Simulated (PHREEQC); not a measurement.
Solution (25 °C): 1.8 mol/kgw KOH and 0.032 mol/kgw Na2SO4. Closed to the air; pH follows from the charge balance.

Equilibrium calculation in PHREEQC: Pitzer model, pitzer.dat.

**Question.** The ionic strength comes out as 1.90 mol/kgw. What activity coefficients do K+, Na+, OH-, SO4-2 get?

**Answer.** K+ 0.66, Na+ 0.52, OH- 1.0, SO4-2 0.045. Single-ion values are on the MacInnes scale.

No solid was allowed to form. In brines, pH and single-ion activities rest on the MacInnes convention.
